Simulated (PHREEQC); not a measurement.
Dissolve 0.22 mol HCl and 0.0006 mol CuSO4 per kg of water at 25 °C. Closed to the air; pH follows from the charge balance.

Computed with PHREEQC (ion-association model, phreeqc.dat).

This is a speciation only: nothing precipitates in the calculation.

**Question.** Estimate the pH.

**Answer.** pH 0.76.

**Question.** In which forms is S present?

**Answer.** HSO4- 86 %, SO4-2 13 % of the S.
